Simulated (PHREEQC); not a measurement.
Solution (25 °C): 0.025 mol H2SO4, 0.00042 mol Al2(SO4)3 and 0.063 mol Fe2(SO4)3 per kg of water. Closed to the air; pH follows from the charge balance.

Model: ion-association model, wateq4f.dat, run in PHREEQC.

No solid was allowed to form.

Problem. Predict the pH.

Solution. pH 1.84.

Problem. In which forms is Al present?

Solution. AlSO4+ 65 %, Al(SO4)2- 26 %, Al+3 9.0 % of the Al.

Saturation is exceeded, for instance for Hematite (slow to form), Goethite (slow to form); the values hold only as long as no solid forms.
